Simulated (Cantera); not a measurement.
Feed: 1 mol MgO, 3.5 mol CO, at 8.00 bar.

Cantera equilibrium calculation (NASA polynomials, part measured and part estimated; ideal gas, pure solids and liquids). Candidate condensed phases: C, Mg, MgCO₃, MgO; 15 gas species. Rates play no part.

Question: Which condensed phases are stable at each of these points (T (°C)): 775, 925, 1075, 1225, 1375, 1525, 1675, 1825?

Answer: 
```csv
T (°C),condensed phases,Mg condensed (%)
775,C(graphite) + MgO(s),100.0
925,C(graphite) + MgO(s),100.0
1075,C(graphite) + MgO(s),100.0
1225,C(graphite) + MgO(s),100.0
1375,C(graphite) + MgO(s),100.0
1525,C(graphite) + MgO(s),100.0
1675,MgO(s),99.8
1825,MgO(s),99.6
```

From 775 °C to 1525 °C the condensed part is C(graphite) + MgO(s). From 1675 °C to 1825 °C the condensed part is MgO(s).
